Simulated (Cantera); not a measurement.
# Equilibrium for tantalum, niobium, vanadium and zirconium in process gases: Ta(OEt)₅ + H₂O + H₂ + CO₂

A closed system holds: 1 mol Ta(OEt)₅, 0.72 mol H₂O, 9.9 mol H₂, 0.68 mol CO₂, at 133 Pa.

Method: chemical equilibrium by Gibbs-energy minimisation in Cantera with the NASA 1993 tables (ideal gas, pure condensed phases). Candidate condensed phases: C, C₆H₆, C₇H₈, C₈H₁₈, H₂O, Ta, TaC, Ta₂O₅; 113 gas species. The feed counts by its element totals alone. TaC: taken at fixed stoichiometry. Condensed phases not in the tables: Ta₂C. The numbers say what is thermodynamically allowed, not how fast it happens.

```
T (K)   x H₂      x H   x CO  x C₂H₂ (acetylene)     x C₂H      x C₃       x C   x C₄H₂  n C(graphite)  n TaC(s)
-----  -----  -------  -----  ------------------  --------  --------  --------  -------  -------------  --------
1750   0.761  0.00555  0.234             8.74e-5   4.50e-9  1.78e-11  4.82e-11  3.95e-9           2.59      1.00
1800   0.758  0.00854  0.233            0.000133   1.31e-8  8.59e-11  1.90e-10  9.21e-9           2.59      1.00
1850   0.754   0.0128  0.233            0.000197   3.61e-8  3.80e-10  6.93e-10  2.05e-8           2.59      1.00
1900   0.749   0.0188  0.232            0.000286   9.39e-8   1.55e-9   2.36e-9  4.35e-8           2.58      1.00
1950   0.741   0.0270  0.231            0.000405   2.32e-7   5.87e-9   7.56e-9  8.86e-8           2.58      1.00
2000   0.731   0.0381  0.230            0.000562   5.48e-7   2.08e-8   2.28e-8  1.73e-7           2.57      1.00
2050   0.718   0.0527  0.228            0.000763   1.24e-6   6.91e-8   6.53e-8  3.27e-7           2.55      1.00
2100   0.701   0.0715  0.226             0.00101   2.67e-6   2.16e-7   1.78e-7  5.92e-7           2.54      1.00
2150   0.680   0.0953  0.223             0.00132   5.54e-6   6.42e-7   4.61e-7  1.04e-6           2.52      1.00
2200   0.654    0.125  0.220             0.00168   1.11e-5   1.81e-6   1.15e-6  1.75e-6           2.49      1.00
2250   0.622    0.160  0.216             0.00208   2.13e-5   4.87e-6   2.73e-6  2.85e-6           2.46      1.00
2300   0.584    0.203  0.211             0.00252   3.95e-5   1.25e-5   6.27e-6  4.47e-6           2.43      1.00
2350   0.541    0.251  0.205             0.00298   7.08e-5   3.10e-5   1.39e-5  6.76e-6           2.38      1.00
2400   0.492    0.306  0.199             0.00343  0.000123   7.36e-5   2.98e-5  9.84e-6           2.34      1.00
```
x: gas mole fraction; n: condensed amount in mol.

From 1750 K to 2400 K the condensed part is C(graphite) + TaC(s).
